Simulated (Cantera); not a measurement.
A perfectly stirred reactor is fed with H2 : O2 : N2 = 3 : 1 : 0.91 (molar parts), at 0.197 atm; it is held at 948 K, and followed from long to short residence time.

Model: GRI-Mech 3.0 (53 species, 325 reactions), integrated in Cantera. Below about 950 K walls govern HO2 and H2O2 in real vessels. The temperature is held fixed by assumption; the heat of reaction is taken as removed at once.

x: mole fraction; the columns are a selection and need not sum to one.

```csv
τ (s),x H2,x O2,x HO2,x H,x H2O
2.0,0.258,0.00122,1.21e-6,…,0.508
0.91,0.258,0.00180,1.78e-6,…,0.507
0.41,0.260,0.00268,2.65e-6,…,0.505
0.18,0.262,0.00405,3.97e-6,…,0.501
0.083,0.265,0.00598,5.80e-6,…,0.496
0.037,0.269,0.00898,8.60e-6,…,0.488
0.017,0.276,0.0133,1.25e-5,…,0.477
0.0074,0.287,0.0204,1.85e-5,…,0.458
```

**Question.** Fill in the missing entries.

**Answer.** 
- 2.0, x H: 0.000440
- 0.91, x H: 0.000651
- 0.41, x H: 0.000968
- 0.18, x H: 0.00146
- 0.083, x H: 0.00214
- 0.037, x H: 0.00317
- 0.017, x H: 0.00461
- 0.0074, x H: 0.00683
